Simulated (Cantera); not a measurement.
Input: 1 mol Si₃N₄, 180 mol H₂, held at 1448 K and 3.80 mbar.

Equilibrium computed with Cantera from the NASA thermochemical tables; the gas is ideal and each condensed phase is pure. Candidate condensed phases: Si, Si₃N₄; 18 gas species. Mutual solubility and eutectic melting of coexisting phases are not modelled. The numbers say what is thermodynamically allowed, not how fast it happens.

Problem. What is the equilibrium state?

Solution. 
```
Property        Result
-----------  ---------
x(H₂)            0.996
x(N₂)          0.00432
x(H)          0.000149
n(Si(s))      1.17 mol
n(Si₃N₄(s))  0.610 mol
gas amount   180.8 mol
```
